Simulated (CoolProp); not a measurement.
Model: reference Helmholtz-energy equation of state, Thol 2017, in CoolProp.

For decamethyltetrasiloxane (MD2M), give the phase and the density (kg/m³), cp (kJ/(kg K)), speed of sound (m/s), fugacity coefficient at 350.4 K and 0.101 MPa; 381.6 K and 0.101 MPa; 506.4 K and 0.101 MPa.


- 350.4 K and 0.101 MPa: liquid; density 797, cp 1.85, speed of sound 765, fugacity coefficient 0.0155
- 381.6 K and 0.101 MPa: liquid; density 765, cp 1.92, speed of sound 673, fugacity coefficient 0.0656
- 506.4 K and 0.101 MPa: gas; density 7.88, cp 1.88, speed of sound 111, fugacity coefficient 0.948
